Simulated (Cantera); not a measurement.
A closed system holds: 1 mol SiHCl₃, 67 mol N₂, held at 800 °C and 1.33 mbar.

Equilibrium computed with Cantera from the NASA thermochemical tables; the gas is ideal and each condensed phase is pure. Candidate condensed phases: NH₄Cl, Si, Si₃N₄; 28 gas species. N₂ is the only nitrogen source here; it is nearly inert below about 1500 K, so the nitride shown seldom forms there in practice. The tables' values for SiCl₃ are old estimates; treat these amounts as uncertain. The numbers say what is thermodynamically allowed, not how fast it happens.

Base state: N₂ 0.978, HCl 0.0139, SiCl₄ 0.00739, H₂ 0.000362, SiCl₃ 0.000141, SiCl₂ 4.31e-5 (mole fractions); condensed: Si₃N₄(s).

What changes in the equilibrium state with this change: N₂ from 67 to 12 mol?


```
species          before    after
-------------  --------  -------
N₂                0.978    0.888
HCl              0.0139   0.0682
SiCl₄           0.00739   0.0395
SiHCl₃          2.35e-6  2.75e-5
H₂             0.000362  0.00387
Si₃N₄(s), mol     0.161    0.157
```

What changes in the equilibrium state with this change: SiHCl₃ replaced by SiCl₄?


```csv
species,before,after
N₂,0.978,0.985
SiCl₄,0.00739,0.0147
SiCl₃,0.000141,8.45e-6
HCl,0.0139,0
H₂,0.000362,0
SiCl₂,4.31e-5,7.77e-8
"Si₃N₄(s), mol",0.161,0
```

What changes in the equilibrium state with this change: N₂ from 67 to 26 mol?


| species | before | after |
|---|---|---|
| N₂ | 0.978 | 0.945 |
| HCl | 0.0139 | 0.0341 |
| SiCl₄ | 0.00739 | 0.0188 |
| H₂ | 0.000362 | 0.00137 |
| SiCl₃ | 0.000141 | 0.000286 |
| SiCl₂ | 4.31e-5 | 6.96e-5 |
| Si₃N₄(s), mol | 0.161 | 0.159 |
